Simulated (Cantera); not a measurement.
A closed system holds: 1 mol Fe3O4, a varied amount of H2, 0.88 mol H2O, equilibrated at 1073 K and 12.0 Torr.

Method: chemical equilibrium by Gibbs-energy minimisation in Cantera with the NASA 1993 tables (ideal gas, pure condensed phases). Candidate condensed phases: Fe, FeO, Fe(OH)2, Fe(OH)3, Fe2O3, Fe3O4, H2O; 12 gas species. Mutual solubility and eutectic melting of coexisting phases are not modelled. The tables' stoichiometric FeO is somewhat more stable than real wüstite, so its field is too wide. FeO: taken at fixed stoichiometry. The numbers say what is thermodynamically allowed, not how fast it happens.

Q: Which condensed phases are stable at each of these points (n(H2) (mol)): 11, 17, 27, 43, 69, 110, 180, 280, 450?

A: 
| n(H2) (mol) | condensed phases | Fe condensed (%) |
|---|---|---|
| 11 | Fe(α) + FeO(s) | 100.0 |
| 17 | Fe(α) + FeO(s) | 100.0 |
| 27 | Fe(α) | 100.0 |
| 43 | Fe(α) | 100.0 |
| 69 | Fe(α) | 100.0 |
| 110 | Fe(α) | 100.0 |
| 180 | Fe(α) | 100.0 |
| 280 | Fe(α) | 100.0 |
| 450 | Fe(α) | 100.0 |

From 11 mol H2 to 17 mol H2 the condensed part is Fe(α) + FeO(s). From 27 mol H2 to 450 mol H2 the condensed part is Fe(α).
